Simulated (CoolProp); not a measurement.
Values from CoolProp's reference Helmholtz-energy equation of state, Pan 2012.

Give the vapour pressure (MPa), liquid viscosity (µPa s), liquid conductivity (mW/(m K)) of saturated R236FA at 269.8, 278.7, 314.6 K.


```tsv
T (K)	p (MPa)	liquid viscosity (µPa s)	liquid conductivity (mW/(m K))
269.8	0.0937	415	81.5
278.7	0.135	368	78.8
314.6	0.456	233	68.4
```

Viscosity comes from a separate model (Huber 2003), an estimate that may be off by 10 % or more. Thermal conductivity comes from a separate model (Huber 2003), an estimate that may be off by 10 % or more.
